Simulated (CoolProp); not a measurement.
Vapour-liquid equilibrium of cyclohexane (1) + n-dodecane (2) at 431 K; x and y are mole fractions of (1).

Values from CoolProp's multi-fluid Helmholtz-energy mixture model, Zhou 2014 and Lemmon 2004; pair parameters Bell 2016.

```tsv
x	bubble pressure, mixture model (MPa)	bubble pressure, Raoult's law (MPa)	y, mixture model	y, Raoult's law
0.05	___	0.05110	0.543	0.631
0.15	0.08937	0.1136	0.802	0.852
0.25	___	0.1762	___	0.916
0.35	0.1975	0.2387	0.928	0.946
0.45	0.2581	0.3012	0.952	0.964
0.55	0.3226	0.3638	___	0.975
0.65	___	0.4263	0.979	0.984
0.75	0.4613	0.4889	0.987	0.990
0.85	0.5341	0.5514	0.993	0.995
0.95	___	0.6139	0.998	0.998
```

Q: Complete the blanks.

A: 
- 0.05, bubble pressure, mixture model (MPa): 0.04196
- 0.25, bubble pressure, mixture model (MPa): 0.1412
- 0.25, y, mixture model: 0.886
- 0.55, y, mixture model: 0.968
- 0.65, bubble pressure, mixture model (MPa): 0.3905
- 0.95, bubble pressure, mixture model (MPa): 0.6081

The largest gap from Raoult's law is -21.3 % in bubble pressure, at x = 0.15. No azeotrope shows between x = 0.05 and 0.95.

The pair parameters rest on a limited set of measurements; away from them the model extrapolates.
